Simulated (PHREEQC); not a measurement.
0.5 mol of Basaluminite (Al4(OH)10SO4) is brought to equilibrium with 1 kg of water, with rising amounts of Ni(NO3)2, at 25 °C. Oxygen is held at 0.21 atm. No CO2 enters from the air. The run lets Basaluminite, Gibbsite, Ni(OH)2, Ni4(OH)6SO4, Morenosite precipitate or redissolve, and no other solid.

Model: ion-association model, wateq4f.dat, run in PHREEQC.

| Ni(NO3)2 added (mol) | pH | dissolved Al (mol/kgw) | dissolved S (mol/kgw) | Gibbsite (mol) | Ni+2 (mol/kgw) |
|---|---|---|---|---|---|
| 0 | 3.74 | 0.0225 | 0.0339 | 0.113 | 0 |
| 0.0167 | 3.71 | 0.0275 | 0.0414 | 0.138 | 0.0126 |
| 0.025 | 3.70 | 0.0294 | 0.0443 | 0.148 | 0.0194 |
| 0.0333 | 3.69 | 0.0311 | 0.0468 | 0.156 | 0.0263 |
| 0.05 | 3.68 | 0.0341 | 0.0512 | 0.171 | 0.0406 |
| 0.0667 | 3.67 | 0.0366 | 0.0550 | 0.183 | 0.0550 |
| 0.075 | 3.67 | 0.0378 | 0.0568 | 0.189 | 0.0622 |
| 0.0833 | 3.66 | 0.0389 | 0.0585 | 0.195 | 0.0695 |
| 0.1 | 3.66 | 0.0411 | 0.0618 | 0.206 | 0.0841 |

Complexes and solids missing from the database can't appear.
